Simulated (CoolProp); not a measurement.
Computed with CoolProp (reference Helmholtz-energy equation of state, Thol 2019).

Give the vapour pressure (bar), liquid density (kg/m³), liquid viscosity (µPa s) of saturated n-hexane at 133.65, 153.85, 170.65 °C.


```json
[
 {"T (°C)": "133.65", "p (bar)": "5.40", "liquid density (kg/m³)": "542", "liquid viscosity (µPa s)": "118"},
 {"T (°C)": "153.85", "p (bar)": "8.12", "liquid density (kg/m³)": "515", "liquid viscosity (µPa s)": "100"},
 {"T (°C)": "170.65", "p (bar)": "11.1", "liquid density (kg/m³)": "490", "liquid viscosity (µPa s)": "86.7"}
]
```

Viscosity comes from a separate model (Michailidou 2013).
